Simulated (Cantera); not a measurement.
A perfectly stirred reactor is fed with NH3 : H2 = 1 : 3.6 (molar parts), at 0.290 bar; it is held at 1925 K, and followed from long to short residence time.

Detailed kinetics in Cantera: the gas-phase N/H chemistry of the illustrative SiF4/NH3 mechanism in the Surface Chemkin manual (1991). Walls and surfaces, which speed up NH3 decomposition in real reactors, are not modelled.

Q: What does this change do: H2 3.6 to 0.71 parts?

A: 
```csv
quantity,before,after
x(NH3) at τ = 0.420 s,0.0970,0.213
x(H2) at τ = 0.420 s,0.853,0.669
x(N2) at τ = 0.420 s,0.0493,0.117
x(N2H4) at τ = 0.420 s,8.48e-9,2.47e-8
x(N) at τ = 0.420 s,4.00e-7,3.98e-7
x(NH3) at τ = 23.0 ms,0.203,0.532
x(H2) at τ = 23.0 ms,0.790,0.451
x(N2) at τ = 23.0 ms,0.00567,0.0165
x(N2H4) at τ = 23.0 ms,2.20e-8,8.15e-8
x(N) at τ = 23.0 ms,3.71e-7,3.37e-7
```

Q: What does this change do: temperature 1925 to 1450 K?

A: 
| quantity | before | after |
|---|---|---|
| x(NH3) at τ = 0.420 s | 0.0970 | 0.217 |
| x(H2) at τ = 0.420 s | 0.853 | 0.783 |
| x(N2) at τ = 0.420 s | 0.0493 | 3.43e-5 |
| x(N2H4) at τ = 0.420 s | 8.48e-9 | 3.82e-9 |
| x(N) at τ = 0.420 s | 4.00e-7 | 2.37e-10 |
| x(NH3) at τ = 23.0 ms | 0.203 | 0.217 |
| x(H2) at τ = 23.0 ms | 0.790 | 0.783 |
| x(N2) at τ = 23.0 ms | 0.00567 | 1.96e-7 |
| x(N2H4) at τ = 23.0 ms | 2.20e-8 | 4.52e-10 |
| x(N) at τ = 23.0 ms | 3.71e-7 | 9.65e-12 |
